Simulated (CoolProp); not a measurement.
Properties of n-pentane along the isotherm 246.55 °C.

Computed with CoolProp (reference Helmholtz-energy equation of state, Thol 2019).

```csv
p (MPa),phase,density (kg/m³),expansivity (1/kK),viscosity (µPa s),conductivity (mW/(m K))
0.702,gas,12.36,2.311,11.4,43.4
1.4,gas,26.16,2.826,11.1,44.4
2.1,gas,42.00,3.544,10.8,45.9
2.81,gas,60.91,4.612,10.6,48.1
3.51,supercritical,83.66,6.257,10.6,51.5
4.21,supercritical,112.8,8.974,10.9,56.8
4.91,supercritical,152.0,13.19,11.6,64.6
5.61,supercritical,201.6,16.29,13.1,72.4
6.31,supercritical,249.1,14.36,15.1,75.8
7.02,supercritical,284.7,11.10,17.4,76.5
7.72,supercritical,309.6,8.788,19.6,76.7
8.42,supercritical,328.3,7.264,21.7,77.1
```

Viscosity comes from a separate model (Quiñones-Cisneros 2006), older than the equation that it now runs on, and unchecked against measurements. Thermal conductivity comes from a separate model (Vassiliou 2015).
